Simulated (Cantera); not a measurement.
**Pyrogenic steam for wet oxidation**

A perfectly stirred reactor is fed with 31.9 % H2, 21.3 % O2, 46.8 % N2, at 188 Torr; it is held at 973 K, and followed from long to short residence time.

Cantera simulation using GRI-Mech 3.0 (53 species, 325 reactions); the numbers are that mechanism's predictions, not measurements. The temperature is held fixed by assumption; the heat of reaction is taken as removed at once.

| τ (s) | x H2 | x O2 | x HO2 | x O | x H | x NO | x NO2 |
|---|---|---|---|---|---|---|---|
| 8.9 | 0.00525 | 0.0657 | 2.86e-5 | 1.54e-6 | 1.41e-6 | 1.71e-9 | 8.14e-10 |
| 4.1 | 0.00755 | 0.0668 | 3.46e-5 | 2.65e-6 | 2.90e-6 | 1.82e-9 | 5.15e-10 |
| 1.9 | 0.00949 | 0.0677 | 3.92e-5 | 4.85e-6 | 6.01e-6 | 2.42e-9 | 3.78e-10 |
| 0.88 | 0.0108 | 0.0683 | 4.23e-5 | 9.44e-6 | 1.27e-5 | 3.93e-9 | 3.15e-10 |
| 0.40 | 0.0122 | 0.0690 | 4.47e-5 | 1.88e-5 | 2.75e-5 | 7.07e-9 | 2.78e-10 |
| 0.19 | 0.0142 | 0.0699 | 4.70e-5 | 3.46e-5 | 5.69e-5 | 1.23e-8 | 2.49e-10 |
| 0.086 | 0.0177 | 0.0715 | 4.97e-5 | 6.35e-5 | 0.000122 | 2.16e-8 | 2.17e-10 |
| 0.040 | 0.0227 | 0.0738 | 5.27e-5 | 0.000109 | 0.000253 | 3.54e-8 | 1.86e-10 |
| 0.018 | 0.0303 | 0.0774 | 5.61e-5 | 0.000186 | 0.000532 | 5.63e-8 | 1.54e-10 |
| 0.0084 | 0.0405 | 0.0822 | 5.95e-5 | 0.000299 | 0.00106 | 8.37e-8 | 1.26e-10 |
x: mole fraction; the columns are a selection and need not sum to one.
